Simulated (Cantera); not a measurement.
Low-pressure radical oxidation in H2/O2

An isothermal, constant-pressure homogeneous reactor starts with 2.87 % H2, 95.6 % O2, 1.53 % H2O, at 1425 K and 0.0267 bar.

Computed with Cantera and the H2/O2 subset of GRI-Mech 3.0, which has no nitrogen chemistry. Radical loss at walls, strong at low pressure, is not modelled.

```tsv
t (s)	x H2	x O2	x HO2	x H2O	x OH	x H2O2	x H
7.00e-6	0.0287	0.956	1.27e-8	0.0153	3.77e-9	1.28e-12	9.14e-9
3.10e-5	0.0287	0.956	5.65e-8	0.0153	4.15e-8	2.47e-11	2.44e-8
0.000137	0.0287	0.956	2.50e-7	0.0153	6.23e-7	4.45e-10	1.86e-7
0.000608	0.0257	0.953	2.33e-6	0.0174	0.00141	1.61e-8	0.000409
0.00269	0.000430	0.932	2.64e-6	0.0402	0.00451	7.33e-8	0.00218
0.0119	0.000325	0.938	2.34e-6	0.0412	0.00393	6.72e-8	0.00141
0.0528	0.000125	0.948	1.43e-6	0.0429	0.00245	4.64e-8	0.000322
0.234	1.67e-5	0.954	3.79e-7	0.0441	0.000901	1.70e-8	1.55e-5
1.04	1.56e-6	0.955	8.17e-8	0.0445	0.000276	3.77e-9	4.41e-7
4.59	2.51e-7	0.955	8.39e-8	0.0446	0.000111	1.10e-9	2.85e-8
20.3	1.85e-7	0.955	9.28e-8	0.0446	9.52e-5	9.36e-10	1.81e-8
90.0	1.85e-7	0.955	9.28e-8	0.0446	9.52e-5	9.36e-10	1.81e-8
```
x: mole fraction; the columns are a selection and need not sum to one.

Equilibrium at this temperature and pressure: H2 1.85e-7, O2 0.955, HO2 9.28e-8, H2O 0.0446, OH 9.52e-5, H2O2 9.36e-10, H 1.81e-8 (gas phase only).
